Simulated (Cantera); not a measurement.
Charge: 1 mol CCl4, 0.97 mol CH4, equilibrated at 2975 K and 13.0 mbar.

Equilibrium computed with Cantera from the NASA thermochemical tables; the gas is ideal and each condensed phase is pure. Candidate condensed phases: C, C6H6, C7H8, C8H18; 91 gas species. The tables' values for CCl are old estimates; treat these amounts as uncertain. Kinetics and transport are ignored.

Base state: Cl 0.464, H 0.315, HCl 0.130, H2 0.0604, C3 0.0183, C2H2 (acetylene) 0.00349, C 0.00307, C2H 0.00302 (mole fractions); condensed: C(graphite).

What changes in the equilibrium state with this change: CH4 from 0.97 to 0.014 mol?


```
species            before    after
----------------  -------  -------
Cl                  0.464    0.963
C3                 0.0183   0.0183
H                   0.315  0.00722
HCl                 0.130  0.00620
H2                 0.0604  3.17e-5
C4H2              8.42e-5  4.43e-8
C2H2 (acetylene)  0.00349  1.83e-6
C(graphite), mol     1.45    0.751
```

What changes in the equilibrium state with this change: temperature from 2975 K to 2250 K?


```json
[
 {"species": "HCl", "before": "0.130", "after": "0.774"},
 {"species": "Cl", "before": "0.464", "after": "0.155"},
 {"species": "H2", "before": "0.0604", "after": "0.0556"},
 {"species": "H", "before": "0.315", "after": "0.0154"},
 {"species": "C3", "before": "0.0183", "after": "5.00e-7"},
 {"species": "C5", "before": "0.000311", "after": "<1e-9"},
 {"species": "C4", "before": "5.77e-5", "after": "<1e-9"},
 {"species": "C2", "before": "0.00185", "after": "4.40e-8"},
 {"species": "C(graphite), mol", "before": "1.45", "after": "1.97"}
]
```
